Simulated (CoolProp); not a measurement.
R13 at 293.15 K and 13.3 MPa flows at 0.79 m/s in a round tube of 10 mm bore and 45 µm roughness, fully developed (64/Re and Nu = 3.66 if laminar; Colebrook and Gnielinski if turbulent). Each further row changes one setting.

Computed with CoolProp (reference Helmholtz-energy equation of state, Platzer 1990). This equation is an older, rougher fit; its heat capacities, sound speeds and derivatives of the liquid may be far off and weren't checked against measurements.

```json
[
 {"case": "as stated", "Reynolds number": "83200", "Darcy friction factor": "0.0306", "pressure drop (Pa/m)": "1120", "heat-transfer coefficient (W/(m² K))": "___", "mass flow (kg/h)": "___"},
 {"case": "velocity 1.58 m/s", "Reynolds number": "166000", "Darcy friction factor": "0.0300", "pressure drop (Pa/m)": "4390", "heat-transfer coefficient (W/(m² K))": "4840", "mass flow (kg/h)": "523"},
 {"case": "diameter 20 mm", "Reynolds number": "166000", "Darcy friction factor": "0.0251", "pressure drop (Pa/m)": "459", "heat-transfer coefficient (W/(m² K))": "2090", "mass flow (kg/h)": "___"}
]
```

Complete the blanks.


- as stated, heat-transfer coefficient (W/(m² K)): 2440
- as stated, mass flow (kg/h): 261
- diameter 20 mm, mass flow (kg/h): 1050

Viscosity comes from a separate model (Huber 2003), an estimate that may be off by 10 % or more. Thermal conductivity comes from a separate model (Huber 2003), an estimate that may be off by 10 % or more.
